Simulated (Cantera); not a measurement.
Feed: 1 mol B, 1.8 mol N₂, at 1750 °C and 20.0 mbar.

Method: chemical equilibrium by Gibbs-energy minimisation in Cantera with the NASA 1993 tables (ideal gas, pure condensed phases). Candidate condensed phases: B, BN; 5 gas species. Kinetics and transport are ignored.

Base state: N₂ 1.000 (mole fractions); condensed: BN(s).

Q: What changes in the equilibrium state with this change: 0.034 mol HF added?

A: 
```
species     before    after
----------  ------  -------
N₂           1.000    0.966
BF               0   0.0165
H₂               0   0.0112
BF₂              0  0.00307
H                0  0.00142
BN(s), mol   1.000    0.973
```
The tables' values for BF₂ are old estimates; treat these amounts as uncertain.
